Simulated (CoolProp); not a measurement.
Computed with CoolProp (reference Helmholtz-energy equation of state, Guder 2009).

Task: Give the vapour pressure (MPa), vapour Z, surface tension (mN/m) of saturated sulfur hexafluoride at -12.55, 2.95 °C.

Result: 
```tsv
T (°C)	p (MPa)	vapour Z	surface tension (mN/m)
-12.55	0.870	0.821	6.16
2.95	1.36	0.754	4.14
```

Surface tension comes from a separate correlation (Mulero 2012).
